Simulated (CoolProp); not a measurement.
Vapour-liquid equilibrium of nitrogen (1) + carbon monoxide (2) at 75.2 K; x and y are mole fractions of (1).

Computed with CoolProp (multi-fluid Helmholtz-energy mixture model, Span 2000 and Lemmon 2006; pair parameters Gernert 2013).

| x | bubble pressure, mixture model (MPa) | bubble pressure, Raoult's law (MPa) | y, mixture model | y, Raoult's law |
|---|---|---|---|---|
| 0.05 | 0.04738 | 0.04705 | (withheld) | 0.083 |
| 0.15 | 0.05125 | 0.05031 | (withheld) | 0.233 |
| 0.25 | 0.05502 | 0.05356 | 0.376 | 0.364 |
| 0.35 | 0.05865 | 0.05682 | (withheld) | 0.480 |
| 0.45 | 0.06210 | 0.06007 | 0.587 | 0.584 |
| 0.55 | 0.06537 | 0.06333 | 0.675 | 0.677 |
| 0.65 | 0.06845 | 0.06658 | 0.754 | 0.761 |
| 0.75 | 0.07137 | 0.06984 | 0.827 | 0.837 |
| 0.85 | 0.07412 | 0.07309 | 0.897 | 0.907 |
| 0.95 | 0.07673 | 0.07635 | 0.965 | 0.970 |

### Question
Fill in the missing entries.

### Answer

- 0.05, y, mixture model: 0.088
- 0.15, y, mixture model: 0.244
- 0.35, y, mixture model: 0.489

The largest gap from Raoult's law is +3.4 % in bubble pressure, at x = 0.45. No azeotrope shows between x = 0.05 and 0.95.

Pair parameters are fitted to limited data, so mixtures are less certain than the pure fluids.
